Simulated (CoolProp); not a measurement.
Values from CoolProp's reference Helmholtz-energy equation of state, Lemmon 2006. It is a short technical equation, of lower accuracy than the large ones.

**Question.** For CH3F (R41), give the phase and the density (kg/m³) at 151.85 °C and 39.4 MPa; 151.85 °C and 47.2 MPa; 151.85 °C and 51.2 MPa.

**Answer.** 
- 151.85 °C and 39.4 MPa: supercritical; density 493
- 151.85 °C and 47.2 MPa: supercritical; density 534
- 151.85 °C and 51.2 MPa: supercritical; density 551
